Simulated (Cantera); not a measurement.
A Cantera script and what it prints.

```python
import numpy as np
import cantera as ct

gas_names = """
    C CH CH2 CH3 CH4 C2 C2H C2H2,acetylene C2H2,vinylidene C2H3,vinyl C2H4 C2H5 C2H6 C3 C3H3,propargyl
    C3H4,allene C3H4,propyne C3H4,cyclo- C3H5,allyl C3H6,propylene C3H6,cyclo- C3H7,n-propyl
    C3H7,i-propyl C3H8 C4 C4H2 C4H4,1,3-cyclo- C4H6,butadiene C4H6,2-butyne C4H6,cyclo- C4H8,1-butene
    C4H8,cis2-buten C4H8,tr2-butene C4H8,isobutene C4H8,cyclo- C4H9,n-butyl C4H9,i-butyl C4H9,s-butyl
    C4H9,t-butyl C4H10,isobutane C4H10,n-butane C5 C5H6,1,3cyclo- C5H8,cyclo- C5H10,1-pentene
    C5H10,cyclo- C5H11,pentyl C5H11,t-pentyl C5H12,n-pentane C5H12,i-pentane CH3C(CH3)2CH3 C6H2
    C6H5,phenyl C6H6 C6H10,cyclo- C6H12,1-hexene C6H12,cyclo- C6H13,n-hexyl C7H7,benzyl C7H8
    C7H14,1-heptene C7H15,n-heptyl C7H16,n-heptane C8H8,styrene C8H10,ethylbenz C8H16,1-octene
    C8H17,n-octyl C8H18,isooctane C8H18,n-octane C9H19,n-nonyl C10H8,naphthale C10H21,n-decyl
    C12H9,o-bipheny C12H10,bipheny H H2 Si SiC SiC2 SiC4H12 SiH SiH2 SiH3 SiH4 Si2 Si2C Si3
""".split()
cond_names = """
    C(gr) C6H6(L) C7H8(L) C8H18(L),n-octa Si(cr) Si(L) SiC(b)
""".split()


def load(file, names, dense=False):
    # The tables refer to 1 bar. Condensed volumes are neglected.
    table = {s.name: s for s in ct.Species.list_from_file(file)}
    out = []
    for n in names:
        d = dict(table[n].input_data)
        d["thermo"] = dict(d["thermo"], **{"reference-pressure": 1e5})
        if dense:
            d["equation-of-state"] = {"model": "constant-volume", "density": "1e6 g/cm^3"}
        out.append(ct.Species.from_dict(d))
    return out


gas = ct.Solution(thermo="ideal-gas", species=load("nasa_gas.yaml", gas_names))
cond = {s.name: ct.Solution(thermo="fixed-stoichiometry", species=[s], name=s.name)
        for s in load("nasa_condensed.yaml", cond_names, dense=True)}
atoms = {
    'CH3SiH3': {'C': 1, 'H': 6, 'Si': 1},
    'H2': {'H': 2},
}
top_T = {'C(gr)': 4500, 'SiC(b)': 3050}  # K; cautious upper limits of use, not melting points


def equilibrate(T, P, feed):
    n = {}
    for name, mol in feed.items():
        for a, k in atoms[name].items():
            n[a] = n.get(a, 0.0) + k * mol
    gas.TPX = T, P, n
    mass = sum(n.values()) * gas.mean_molecular_weight
    gas.equilibrate("TP")
    valid = [c for c in cond.values() if c.min_temp <= T <= top_T.get(c.name, c.max_temp)]
    mix = ct.Mixture([(gas, mass / gas.mean_molecular_weight)] + [(c, 0.0) for c in valid])
    mix.T, mix.P = T, P
    mix.equilibrate("TP", solver="vcs", rtol=1e-11, max_steps=5000)
    return mix


results = []
feed = {'CH3SiH3': 1, 'H2': 14}  # mol
T = 1848.15  # K
P = 3400  # Pa
mix = equilibrate(T, P, feed)
results.append((T, P, feed, dict(zip(mix.species_names, mix.species_moles))))
print(gas.report(threshold=0.0001))
for i in range(1, mix.n_phases):
    print(f"{mix.phase(i).name:16s} {mix.phase_moles(i):12.5e} mol")
```

Result:

```
       temperature   1848.2 K
          pressure   3400 Pa
           density   0.00044572 kg/m^3
  mean mol. weight   2.0144 kg/kmol
   phase of matter   gas

                          1 kg             1 kmol
                     ---------------   ---------------
          enthalpy        2.4043e+07        4.8432e+07  J
   internal energy        1.6414e+07        3.3066e+07  J
           entropy        1.0622e+05        2.1398e+05  J/K
    Gibbs function       -1.7227e+08       -3.4703e+08  J
 heat capacity c_p             16697             33635  J/K
 heat capacity c_v             12570             25321  J/K

                      mass frac. Y      mole frac. X     chem. pot. / RT
                     ---------------   ---------------   ---------------
                 H         0.0014384         0.0028746           -11.308
                H2           0.99785           0.99707           -22.616
     [  +85 minor]         0.0007086         5.318e-05

C(gr)             0.00000e+00 mol
Si(L)             0.00000e+00 mol
SiC(b)            9.99422e-01 mol
```

Equilibrium computed with Cantera from the NASA thermochemical tables; the gas is ideal and each condensed phase is pure. The feed counts by its element totals alone.
